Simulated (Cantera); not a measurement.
A perfectly stirred reactor is fed with 0.763 % C₂H₆, 99.2 % N₂, at 20.0 Torr; it is held at 1800 K, and followed from long to short residence time.

Detailed kinetics in Cantera: GRI-Mech 3.0 (53 species, 325 reactions). GRI-Mech 3.0 stops at C3 and has no aromatics, soot or wall deposition, so with more carbon than oxygen in the feed, carbon stays in small species such as C2H2 where larger ones or solid carbon would form. Radical loss at walls, strong at low pressure, is not modelled.

x: mole fraction; the columns are a selection and need not sum to one.

| τ (s) | x C₂H₆ | x CH₃ | x H₂ | x H | x C₂H₄ | x C₂H | x C₂H₂ |
|---|---|---|---|---|---|---|---|
| 5.2 | 3.47e-7 | 5.23e-5 | 0.0146 | 0.000293 | 2.67e-6 | 1.19e-6 | 0.00681 |
| 2.2 | ? | ? | 0.0145 | 0.000308 | ? | ? | 0.00695 |
| 0.92 | ? | ? | 0.0143 | 0.000329 | ? | ? | 0.00701 |
| 0.39 | 4.38e-6 | 0.000192 | 0.0141 | 0.000355 | 3.03e-5 | 1.54e-6 | 0.00699 |
| 0.16 | 1.04e-5 | 0.000299 | 0.0137 | 0.000391 | 6.69e-5 | 1.72e-6 | 0.00689 |
| 0.069 | 2.32e-5 | 0.000454 | 0.0132 | 0.000433 | 0.000138 | 1.93e-6 | 0.00670 |
| 0.029 | 5.26e-5 | 0.000701 | 0.0125 | 0.000486 | 0.000280 | 2.17e-6 | 0.00635 |
| 0.012 | 0.000120 | 0.00109 | 0.0114 | 0.000547 | 0.000551 | 2.42e-6 | 0.00575 |
| 0.0052 | 0.000262 | 0.00165 | 0.00998 | 0.000601 | 0.000981 | 2.57e-6 | 0.00486 |
| 0.0022 | 0.000577 | 0.00247 | 0.00798 | 0.000635 | 0.00159 | 2.47e-6 | 0.00355 |

Problem. Complete the blanks.

Solution. 
- 2.2, x C₂H₆: 8.10e-7
- 2.2, x CH₃: 8.09e-5
- 2.2, x C₂H₄: 6.08e-6
- 2.2, x C₂H: 1.29e-6
- 0.92, x C₂H₆: 1.90e-6
- 0.92, x CH₃: 0.000125
- 0.92, x C₂H₄: 1.38e-5
- 0.92, x C₂H: 1.41e-6
